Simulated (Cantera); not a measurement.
A Cantera script and what it prints.

```python
import numpy as np
import cantera as ct

gas_names = """
    F F2 H HF H2 H2F2 H3F3 H4F4 H5F5 H6F6 H7F7 Si SiF SiF2 SiF3 SiF4 SiH SiHF3 SiH2 SiH2F2 SiH3 SiH3F
    SiH4 Si2 Si3
""".split()
cond_names = """
    Si(cr) Si(L)
""".split()


# ... load() reads the species with a 1 bar reference pressure and builds the phases ...
atoms = {
    'Si': {'Si': 1},
    'HF': {'H': 1, 'F': 1},
}
top_T = {}  # K; cautious upper limits of use, not melting points


# ... equilibrate(T, P, feed) seeds the gas with the atoms and calls Mixture.equilibrate('TP', solver="vcs", rtol=1e-11, max_steps=5000) ...
results = []
T = 550  # K
P = 1500  # Pa
for m in [1, 2, 2.9, 3.9, 4.8, 5.8, 6.8, 7.7, 8.7, 9.6, 11, 12]:
    feed = {'Si': 1, 'HF': m}  # mol
    mix = equilibrate(T, P, feed)
    results.append((T, P, feed, dict(zip(mix.species_names, mix.species_moles))))
    x = sorted(zip(gas.X, gas.species_names), reverse=True)
    print(f"T = {T:g} K  P = {P:g} Pa  n(HF) = {m:g} mol  gas = {mix.phase_moles(0):.4g} mol")
    print("   x: " + "  ".join(f"{s} {v:.3e}" for v, s in x if v > 1e-05))
    print("   condensed (mol): " + ("  ".join(f"{mix.phase(i).name} {mix.phase_moles(i):.4g}"
          for i in range(1, mix.n_phases) if mix.phase_moles(i) > 1e-12) or "none"))
```

Output:

```
T = 550 K  P = 1500 Pa  n(HF) = 1 mol  gas = 0.7488 mol
   x: H2 6.646e-01  SiF4 3.293e-01  SiHF3 5.978e-03  SiH2F2 8.441e-05
   condensed (mol): Si(cr) 0.7488
T = 550 K  P = 1500 Pa  n(HF) = 2 mol  gas = 1.498 mol
   x: H2 6.646e-01  SiF4 3.293e-01  SiHF3 5.978e-03  SiH2F2 8.441e-05
   condensed (mol): Si(cr) 0.4977
T = 550 K  P = 1500 Pa  n(HF) = 2.9 mol  gas = 2.172 mol
   x: H2 6.646e-01  SiF4 3.293e-01  SiHF3 5.978e-03  SiH2F2 8.441e-05
   condensed (mol): Si(cr) 0.2717
T = 550 K  P = 1500 Pa  n(HF) = 3.9 mol  gas = 2.921 mol
   x: H2 6.646e-01  SiF4 3.293e-01  SiHF3 5.978e-03  SiH2F2 8.441e-05
   condensed (mol): Si(cr) 0.02051
T = 550 K  P = 1500 Pa  n(HF) = 4.8 mol  gas = 3.8 mol
   x: H2 5.263e-01  SiF4 2.632e-01  HF 2.105e-01
   condensed (mol): none
T = 550 K  P = 1500 Pa  n(HF) = 5.8 mol  gas = 4.8 mol
   x: H2 4.167e-01  HF 3.750e-01  SiF4 2.083e-01
   condensed (mol): none
T = 550 K  P = 1500 Pa  n(HF) = 6.8 mol  gas = 5.8 mol
   x: HF 4.828e-01  H2 3.448e-01  SiF4 1.724e-01
   condensed (mol): none
T = 550 K  P = 1500 Pa  n(HF) = 7.7 mol  gas = 6.7 mol
   x: HF 5.522e-01  H2 2.985e-01  SiF4 1.493e-01
   condensed (mol): none
T = 550 K  P = 1500 Pa  n(HF) = 8.7 mol  gas = 7.7 mol
   x: HF 6.104e-01  H2 2.597e-01  SiF4 1.299e-01
   condensed (mol): none
T = 550 K  P = 1500 Pa  n(HF) = 9.6 mol  gas = 8.6 mol
   x: HF 6.512e-01  H2 2.326e-01  SiF4 1.163e-01
   condensed (mol): none
T = 550 K  P = 1500 Pa  n(HF) = 11 mol  gas = 10 mol
   x: HF 7.000e-01  H2 2.000e-01  SiF4 1.000e-01
   condensed (mol): none
T = 550 K  P = 1500 Pa  n(HF) = 12 mol  gas = 11 mol
   x: HF 7.273e-01  H2 1.818e-01  SiF4 9.091e-02
   condensed (mol): none
```

These are equilibrium values from Cantera (NASA tables, ideal gas, pure condensed phases), not measurements of a reactor.
